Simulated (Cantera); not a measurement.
Charge: 1 mol SiHCl3, 0.83 mol C2H4, 540 mol H2, 0.0092 mol C2H2, equilibrated at 13.3 mbar.

Cantera equilibrium calculation (NASA polynomials, part measured and part estimated; ideal gas, pure solids and liquids). Candidate condensed phases: C, C6H6, C7H8, C8H18, Si, SiC; 109 gas species. Gases not in the tables: Si2H6 and higher silanes. Equilibrium is a limit: real reactors are often held back by kinetics, nucleation or transport.

Task: Which condensed phases are stable at each of these points (T (K)): 1073, 1223, 1373, 1523, 1673, 1823, 1973, 2123, 2273, 2423, 2573?

Result: 
```csv
T (K),condensed phases,Si condensed (%)
1073,C(graphite) + SiC(s),100.0
1223,C(graphite) + SiC(s),100.0
1373,C(graphite) + SiC(s),100.0
1523,C(graphite) + SiC(s),100.0
1673,C(graphite) + SiC(s),99.9
1823,C(graphite) + SiC(s),99.2
1973,C(graphite) + SiC(s),91.9
2123,SiC(s),17.5
2273,gas only,0.0
2423,gas only,0.0
2573,gas only,0.0
```

From 1073 K to 1973 K the condensed part is C(graphite) + SiC(s). At 2123 K the condensed part is SiC(s). From 2273 K to 2573 K nothing is condensed.
